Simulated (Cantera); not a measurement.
Equilibrium for metals in furnace atmospheres: Al + O2 + H2

Charge: 1 mol Al, 0.027 mol O2, 3.6 mol H2, at 23.0 bar.

Method: chemical equilibrium by Gibbs-energy minimisation in Cantera with the NASA 1993 tables (ideal gas, pure condensed phases). Candidate condensed phases: Al, Al2O3, H2O; 19 gas species. Mutual solubility and eutectic melting of coexisting phases are not modelled. The numbers say what is thermodynamically allowed, not how fast it happens.

At 627 °C the condensed part is Al(s) + Al2O3(s). From 727 °C to 1427 °C the condensed part is Al(l) + Al2O3(s).

| T (°C) | x H2 | x H | x AlH | x Al2O | x Al | x AlOH | x H2O | n Al(s) | n Al2O3(s) | n Al(l) |
|---|---|---|---|---|---|---|---|---|---|---|
| 627 | 1.00 | 2.44e-11 | 8.90e-12 | <1e-12 | <1e-12 | <1e-12 | <1e-12 | 0.964 | 0.0180 | 0 |
| 727 | 1.00 | 4.73e-10 | 2.36e-10 | <1e-12 | 2.20e-12 | <1e-12 | <1e-12 | 0 | 0.0180 | 0.964 |
| 827 | 1.00 | 5.39e-9 | 3.26e-9 | 6.22e-12 | 6.74e-11 | <1e-12 | <1e-12 | 0 | 0.0180 | 0.964 |
| 927 | 1.00 | 4.11e-8 | 2.88e-8 | 2.05e-10 | 1.16e-9 | 4.70e-12 | 1.28e-11 | 0 | 0.0180 | 0.964 |
| 1027 | 1.00 | 2.31e-7 | 1.80e-7 | 3.86e-9 | 1.27e-8 | 7.40e-11 | 1.44e-10 | 0 | 0.0180 | 0.964 |
| 1127 | 1.000 | 1.01e-6 | 8.62e-7 | 4.71e-8 | 9.81e-8 | 7.78e-10 | 1.15e-9 | 0 | 0.0180 | 0.964 |
| 1227 | 1.000 | 3.67e-6 | 3.32e-6 | 4.06e-7 | 5.74e-7 | 5.92e-9 | 6.88e-9 | 0 | 0.0180 | 0.964 |
| 1327 | 1.000 | 1.13e-5 | 1.08e-5 | 2.64e-6 | 2.68e-6 | 3.47e-8 | 3.29e-8 | 0 | 0.0180 | 0.964 |
| 1427 | 1.000 | 3.07e-5 | 3.02e-5 | 1.36e-5 | 1.04e-5 | 1.64e-7 | 1.30e-7 | 0 | 0.0180 | 0.964 |
x: gas mole fraction; n: condensed amount in mol.
